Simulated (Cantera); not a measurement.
A Cantera script and what it prints.

```python
import numpy as np
import cantera as ct

gas_names = """
    F FO FO2 F2 F2O H HF HNO HNO2 HNO3 HOF HO2 H2 H2F2 H2O H2O2 H3F3 H4F4 H5F5 H6F6 H7F7 Mg MgF MgF2 MgH
    MgN MgO MgOH MgO2H2 Mg2 Mg2F4 N NF NF2 NF3 NH NH2 NH3 NH2OH NO NO2 NO3 N2 N2H2 N2H4 N2O O OH O2 O3
""".split()
cond_names = """
    H2O(s) H2O(L) Mg(cr) Mg(L) MgF2(s) MgF2(L) MgO(s) MgO(L) MgO2H2(s)
""".split()


def load(file, names, dense=False):
    # The tables refer to 1 bar. Condensed volumes are neglected.
    table = {s.name: s for s in ct.Species.list_from_file(file)}
    out = []
    for n in names:
        d = dict(table[n].input_data)
        d["thermo"] = dict(d["thermo"], **{"reference-pressure": 1e5})
        if dense:
            d["equation-of-state"] = {"model": "constant-volume", "density": "1e6 g/cm^3"}
        out.append(ct.Species.from_dict(d))
    return out


gas = ct.Solution(thermo="ideal-gas", species=load("nasa_gas.yaml", gas_names))
cond = {s.name: ct.Solution(thermo="fixed-stoichiometry", species=[s], name=s.name)
        for s in load("nasa_condensed.yaml", cond_names, dense=True)}
atoms = {
    'MgO': {'Mg': 1, 'O': 1},
    'HF': {'H': 1, 'F': 1},
    'N2': {'N': 2},
}
top_T = {}  # K; cautious upper limits of use, not melting points


def equilibrate(T, P, feed):
    n = {}
    for name, mol in feed.items():
        for a, k in atoms[name].items():
            n[a] = n.get(a, 0.0) + k * mol
    gas.TPX = T, P, n
    mass = sum(n.values()) * gas.mean_molecular_weight
    gas.equilibrate("TP")
    valid = [c for c in cond.values() if c.min_temp <= T <= top_T.get(c.name, c.max_temp)]
    mix = ct.Mixture([(gas, mass / gas.mean_molecular_weight)] + [(c, 0.0) for c in valid])
    mix.T, mix.P = T, P
    mix.equilibrate("TP", solver="vcs", rtol=1e-11, max_steps=5000)
    return mix


results = []
feed = {'MgO': 1, 'HF': 44, 'N2': 2.4}  # mol
T = 1000  # K
P = 1  # Pa
mix = equilibrate(T, P, feed)
results.append((T, P, feed, dict(zip(mix.species_names, mix.species_moles))))
print(gas.report(threshold=0.001))
for i in range(1, mix.n_phases):
    print(f"{mix.phase(i).name:16s} {mix.phase_moles(i):12.5e} mol")
```

It prints:

```
       temperature   1000 K
          pressure   1 Pa
           density   2.4519e-06 kg/m^3
  mean mol. weight   20.386 kg/kmol
   phase of matter   gas

                          1 kg             1 kmol
                     ---------------   ---------------
          enthalpy       -1.1609e+07       -2.3666e+08  J
   internal energy       -1.2017e+07       -2.4498e+08  J
           entropy             15163        3.0911e+05  J/K
    Gibbs function       -2.6772e+07       -5.4577e+08  J
 heat capacity c_p            1498.4             30547  J/K
 heat capacity c_v            1090.6             22233  J/K

                      mass frac. Y      mole frac. X     chem. pot. / RT
                     ---------------   ---------------   ---------------
                HF           0.90789           0.92511           -67.058
               H2O          0.019464          0.022025           -69.278
                N2          0.072644          0.052863           -39.315
     [  +47 minor]         5.292e-06        2.8658e-06

Mg(L)             0.00000e+00 mol
MgF2(s)           9.99934e-01 mol
MgO(s)            0.00000e+00 mol
MgO2H2(s)         0.00000e+00 mol
```

Equilibrium computed with Cantera from the NASA thermochemical tables; the gas is ideal and each condensed phase is pure.
